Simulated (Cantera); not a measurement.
A freely propagating, adiabatic, planar premixed flame of CH4 : C2H6 : C3H8 : O2 : N2 = 1 : 0.059 : 1.4 : 7.08 : 26.6 (molar parts), unburnt at 625 K and 740000 Pa; mixture-averaged transport, grid criteria slope 0.08 and curve 0.16, no radiation.

Computed with Cantera and GRI-Mech 3.0 (53 species, 325 reactions). GRI-Mech 3.0 was tuned for natural gas; its chemistry of propane as a main component is partial and can be far from experiment. Burning velocities carry a grid error of a few per cent, more on coarse grids.

Question: What does this change do: inlet temperature 625 to 675 K?

Answer: 
```tsv
quantity	before	after
laminar burning velocity	76.6 cm/s	93.4 cm/s
thermal thickness	0.0613 mm	0.0566 mm
peak x(HCN)	3.68e-5	3.70e-5
peak x(CH2CO)	0.00175	0.00181
peak x(H2)	0.0372	0.0376
```

Question: What does this change do: N2 26.6 to 20 parts?

Answer: 
| quantity | before | after |
|---|---|---|
| laminar burning velocity | 76.6 cm/s | 129 cm/s |
| thermal thickness | 0.0613 mm | 0.0417 mm |
| peak x(HCN) | 3.68e-5 | 3.92e-5 |
| peak x(CH2CO) | 0.00175 | 0.00227 |
| peak x(H2) | 0.0372 | 0.0468 |
